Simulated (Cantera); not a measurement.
Cantera run:

```python
import numpy as np
import cantera as ct

gas_names = [...]  # 91 gases of nasa_gas.yaml made of C, Cl, H
cond_names = """
    C(gr) C6H6(L) C7H8(L) C8H18(L),n-octa
""".split()


# ... load() reads the species with a 1 bar reference pressure and builds the phases ...
atoms = {
    'CH3Cl': {'C': 1, 'H': 3, 'CL': 1},
    'H2': {'H': 2},
}
top_T = {'C(gr)': 4500}  # K; cautious upper limits of use, not melting points


# ... equilibrate(T, P, feed) seeds the gas with the atoms and calls Mixture.equilibrate('TP', solver="vcs", rtol=1e-11, max_steps=5000) ...
results = []
feed = {'CH3Cl': 1, 'H2': 2.7}  # mol
P = 4.4  # Pa
for T in [1023, 1173, 1323, 1473, 1623, 1773, 1923, 2073, 2223]:
    mix = equilibrate(T, P, feed)
    results.append((T, P, feed, dict(zip(mix.species_names, mix.species_moles))))

top = {s: max(r[3][s] / sum(r[3][g] for g in gas_names) for r in results) for s in gas_names}
cols = sorted((s for s in top if top[s] > 1e-05), key=lambda s: -top[s])[:7]
seen = [c for c in cond_names if any(r[3].get(c, 0) > 1e-12 for r in results)]
print("log10 of partial pressures in bar; condensed amounts in mol")
print(f"{'T/K':>10s}" + "".join(f"{s[:9]:>10s}" for s in cols + seen))
for T, P, feed, n in results:
    ng = sum(n[g] for g in gas_names)
    print(f"{T:10.4g}" + "".join(f"{np.log10(max(n[s] / ng * P / 1e5, 1e-99)):10.3f}" for s in cols)
          + "".join(f"{n.get(c, 0):10.4g}" for c in seen))
```

It prints:

```
log10 of partial pressures in bar; condensed amounts in mol
       T/K        H2         H       HCL        CL C2H2,acet        C3       C2H     C(gr)
      1023    -4.460   -10.613    -5.029   -11.217   -13.139   -31.277   -23.921         1
      1173    -4.460    -9.159    -5.029    -9.785   -11.673   -25.818   -20.230         1
      1323    -4.461    -8.030    -5.029    -8.675   -10.544   -21.609   -17.380         1
      1473    -4.461    -7.129    -5.030    -7.788    -9.648   -18.267   -15.114         1
      1623    -4.465    -6.393    -5.035    -7.067    -8.923   -15.553   -13.271    0.9997
      1773    -4.479    -5.785    -5.055    -6.476    -8.333   -13.305   -11.747     0.999
      1923    -4.521    -5.287    -5.113    -6.002    -7.867   -11.415   -10.478    0.9969
      2073    -4.630    -4.895    -5.256    -5.653    -7.541    -9.804    -9.430    0.9924
      2223    -4.862    -4.624    -5.543    -5.445    -7.399    -8.417    -8.595    0.9845
```

Method: chemical equilibrium by Gibbs-energy minimisation in Cantera with the NASA 1993 tables (ideal gas, pure condensed phases).
